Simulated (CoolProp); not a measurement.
n-perfluorobutane along the isotherm 314.8 K: fugacity coefficient from the reference equation and from simpler models built on Tc = 386.3 K, pc = 2.322 MPa, ω = 0.372; each cubic takes its own stable root.

Model: reference Helmholtz-energy equation of state, Gao 2022, in CoolProp.

```
p (MPa)   phase  reference
-------  ------  ---------
0.0316      gas     0.9913
0.0477      gas     0.9869
0.072       gas     0.9802
0.109       gas     0.9700
0.164       gas     0.9548
0.247       gas     0.9319
0.373       gas     0.8968
0.562    liquid     0.6946
0.848    liquid     0.4688
1.28     liquid     0.3192
1.93     liquid     0.2206
2.91     liquid     0.1556
4.39     liquid     0.1131
6.63     liquid    0.08598
10       liquid    0.06999
```

Problem. How far does each simpler model (van der Waals, Redlich-Kwong) lie from the reference over these 15 states: mean and median of the absolute difference, and the worst?

Solution. 
- van der Waals: mean 54.9 %, median 27.2 %, worst +157.8 % at 314.8 K and 10 MPa
- Redlich-Kwong: mean 21.0 %, median 23.0 %, worst +46.6 % at 314.8 K and 10 MPa

At some of these states van der Waals, Redlich-Kwong gives the other phase, because its saturation line lies elsewhere.
